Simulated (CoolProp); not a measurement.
n-undecane at several states: fugacity coefficient from the reference equation and from simpler models built on Tc = 638.8 K, pc = 1.990 MPa, ω = 0.539; each cubic takes its own stable root.

Model: reference Helmholtz-energy equation of state, Aleksandrov 2011, in CoolProp. It is a short technical equation, of lower accuracy than the large ones.

```tsv
T (K)	p (MPa)	phase	reference
589.6	2.81	liquid	0.2971
617.5	0.0673	gas	0.9851
404.3	0.0801	liquid	0.1853
281.1	0.0115	liquid	0.001238
```

**Question.** How far does each simpler model (van der Waals, Redlich-Kwong, Soave-Redlich-Kwong, Peng-Robinson) lie from the reference over these 4 states: mean and median of the absolute difference, and the worst?

**Answer.** 
- van der Waals: mean 20066.4 %, median 235.0 %, worst +79795.0 % at 281.1 K and 0.0115 MPa
- Redlich-Kwong: mean 1181.7 %, median 189.1 %, worst +4348.3 % at 281.1 K and 0.0115 MPa
- Soave-Redlich-Kwong: mean 3.9 %, median 3.1 %, worst +9.3 % at 589.6 K and 2.81 MPa
- Peng-Robinson: mean 7.3 %, median 3.6 %, worst +21.9 % at 281.1 K and 0.0115 MPa

At some of these states van der Waals gives the other phase, because its saturation line lies elsewhere.
